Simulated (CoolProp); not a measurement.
Vapour-liquid equilibrium of propylene (1) + dimethyl ether (2) at 279 kPa; x and y are mole fractions of (1).

Values from CoolProp's multi-fluid Helmholtz-energy mixture model, Lemmon 2013 and Wu 2011; pair parameters Bell 2016.

```csv
x,bubble temperature (°C),y at the bubble point,dew temperature at overall composition x (°C),liquid density (mol/L)
0.05,-0.9,0.115,0.4,15.10
0.2,-6.6,0.380,-2.6,___
0.35,___,0.561,-5.9,14.71
0.5,-14.5,0.693,___,14.49
0.65,-17.4,0.798,-13.3,14.26
0.8,-19.8,0.887,-17.4,14.03
0.95,-21.9,0.972,-21.4,13.80
```

Question: Fill in the missing entries.

Answer: 
- 0.2, liquid density (mol/L): 14.92
- 0.35, bubble temperature (°C): -11.0
- 0.5, dew temperature at overall composition x (°C): -9.5

No azeotrope shows between x = 0.05 and 0.95.

The pair parameters rest on a limited set of measurements; away from them the model extrapolates.
